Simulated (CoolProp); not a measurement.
The numbers come from the reference Helmholtz-energy equation of state, Akasaka 2024 in CoolProp.

Problem. For R1132(E), give the phase and the Z, cp (kJ/(kg K)) at -13.15 °C and 5.33 MPa; 21.85 °C and 5.33 MPa; 74.35 °C and 5.33 MPa.

Solution. 
- -13.15 °C and 5.33 MPa: liquid; Z 0.150, cp 1.66
- 21.85 °C and 5.33 MPa: liquid; Z 0.146, cp 1.79
- 74.35 °C and 5.33 MPa: liquid; Z 0.189, cp 5.15
